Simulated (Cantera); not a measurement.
Thermodynamics of boron, boron nitride and boron oxide, feed BF₃ + H₂O + N₂

Input: 1 mol BF₃, 0.79 mol H₂O, 13 mol N₂, equilibrated at 10000 Pa.

These are equilibrium values from Cantera (NASA tables, ideal gas, pure condensed phases), not measurements of a reactor. Candidate condensed phases: B, BN, B₂O₃, B₃O₃H₃, H₂O; 62 gas species. The tables' values for BF₂ are old estimates; treat these amounts as uncertain. Gases not in the tables: H₃BO₃. Rates play no part.

| T (K) | log p N₂ | log p HF | log p BF₃ | log p BOF | log p H₂O | n B₂O₃(l) |
|---|---|---|---|---|---|---|
| 848 | -1.06 | -2.54 | -2.27 | -6.84 | -2.42 | 0.00584 |
| 948 | -1.06 | -2.43 | -2.30 | -5.62 | -2.47 | 0.0193 |
| 1048 | -1.06 | -2.34 | -2.33 | -4.64 | -2.52 | 0.0329 |
| 1148 | -1.06 | -2.28 | -2.36 | -3.84 | -2.58 | 0.0413 |
| 1248 | -1.06 | -2.23 | -2.40 | -3.18 | -2.64 | 0.0273 |
| 1348 | -1.07 | -2.19 | -2.46 | -2.69 | -2.73 | 0 |
| 1448 | -1.07 | -2.12 | -2.55 | -2.47 | -2.91 | 0 |
| 1548 | -1.07 | -2.06 | -2.66 | -2.38 | -3.14 | 0 |
| 1648 | -1.08 | -2.03 | -2.74 | -2.34 | -3.43 | 0 |
| 1748 | -1.08 | -2.01 | -2.80 | -2.32 | -3.73 | 0 |
| 1848 | -1.08 | -2.00 | -2.83 | -2.31 | -4.05 | 0 |
| 1948 | -1.08 | -2.00 | -2.85 | -2.30 | -4.36 | 0 |
log p: log10 of the partial pressure in bar; n: condensed amount in mol.

From 848 K to 1248 K the condensed part is B₂O₃(l). From 1348 K to 1948 K nothing is condensed.
